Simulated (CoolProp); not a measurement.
Vapour-liquid equilibrium of ethylbenzene (1) + o-xylene (2) at 151.75 °C; x and y are mole fractions of (1).

Model: multi-fluid Helmholtz-energy mixture model, Zhou 2012 and Zhou 2012; pair parameters Bell 2016, in CoolProp.

```csv
x,bubble pressure (MPa),y at the bubble point,dew pressure at overall composition x (MPa),liquid density (mol/L)
0.05,0.1241,0.060,0.1239,7.170
0.15,0.1271,0.179,0.1264,7.151
0.25,0.1302,0.292,0.1290,7.132
0.35,0.1333,0.400,0.1319,7.113
0.45,0.1364,0.503,0.1348,7.095
0.55,0.1395,0.600,0.1379,7.078
0.65,0.1424,0.694,0.1410,7.062
0.75,0.1451,0.783,0.1441,7.047
0.85,0.1477,0.871,0.1471,7.032
0.95,0.1501,0.957,0.1500,7.019
```

No azeotrope shows between x = 0.05 and 0.95.

Pair parameters are fitted to limited data, so mixtures are less certain than the pure fluids.
